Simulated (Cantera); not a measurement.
Input (Python, Cantera) and output of one run.

```python
import numpy as np
import cantera as ct

gas_names = [...]  # 123 gases of nasa_gas.yaml made of C, H, O, Si
cond_names = """
    C(gr) C6H6(L) C7H8(L) C8H18(L),n-octa H2O(s) H2O(L) Si(cr) Si(L) SiC(b) SiO2(Lqz) SiO2(hqz) SiO2(L)
""".split()


# ... load() reads the species with a 1 bar reference pressure and builds the phases ...
atoms = {
    'TEOS': {'Si': 1, 'C': 8, 'H': 20, 'O': 4},
    'O2': {'O': 2},
}
top_T = {'C(gr)': 4500, 'SiC(b)': 3050}  # K; cautious upper limits of use, not melting points


# ... equilibrate(T, P, feed) seeds the gas with the atoms and calls Mixture.equilibrate('TP', solver="vcs", rtol=1e-11, max_steps=5000) ...
results = []
T = 1798  # K
P = 110  # Pa
for m in [0.12, 0.18, 0.29, 0.47, 0.74, 1.2, 1.9, 3, 4.8]:
    feed = {'TEOS': 1, 'O2': m}  # mol
    mix = equilibrate(T, P, feed)
    results.append((T, P, feed, dict(zip(mix.species_names, mix.species_moles))))

top = {s: max(r[3][s] / sum(r[3][g] for g in gas_names) for r in results) for s in gas_names}
cols = sorted((s for s in top if top[s] > 1e-05), key=lambda s: -top[s])[:6]
seen = [c for c in cond_names if any(r[3].get(c, 0) > 1e-12 for r in results)]
print("log10 of partial pressures in bar; condensed amounts in mol")
print(f"{'n(O2)':>10s}" + "".join(f"{s[:9]:>10s}" for s in cols + seen))
for T, P, feed, n in results:
    ng = sum(n[g] for g in gas_names)
    print(f"{feed['O2']:10.4g}" + "".join(f"{np.log10(max(n[s] / ng * P / 1e5, 1e-99)):10.3f}" for s in cols)
          + "".join(f"{n.get(c, 0):10.4g}" for c in seen))
```

Result:

```
log10 of partial pressures in bar; condensed amounts in mol
     n(O2)        H2        CO       H2O       CO2       SiO         H     C(gr)    SiC(b)   SiO2(L)
      0.12    -3.117    -3.489   -10.147   -11.100    -5.747    -5.012     2.804    0.9757         0
      0.18    -3.121    -3.481   -10.142   -11.083    -5.738    -5.014     2.685     0.975         0
      0.29    -3.127    -3.466   -10.134   -11.053    -5.724    -5.017     2.468    0.9738         0
      0.47    -3.138    -3.444   -10.122   -11.009    -5.701    -5.022     2.112    0.9718         0
      0.74    -3.153    -3.414   -10.108   -10.950    -5.672    -5.030     1.578    0.9688         0
       1.2    -3.178    -3.371   -10.090   -10.865    -5.629    -5.043     0.668    0.9637         0
       1.9    -3.214    -3.342    -9.602   -10.311    -4.611    -5.060         0    0.5978         0
         3    -3.257    -3.334    -4.510    -5.168    -4.423    -5.082         0         0     0.358
       4.8    -3.370    -3.359    -3.755    -4.325    -5.291    -5.138         0         0    0.9155
```

Cantera equilibrium calculation (NASA polynomials, part measured and part estimated; ideal gas, pure solids and liquids). The feed counts by its element totals alone. The tables hold silica as quartz up to 1696 K and as liquid above; real silica turns to tridymite and cristobalite and melts near 1996 K.
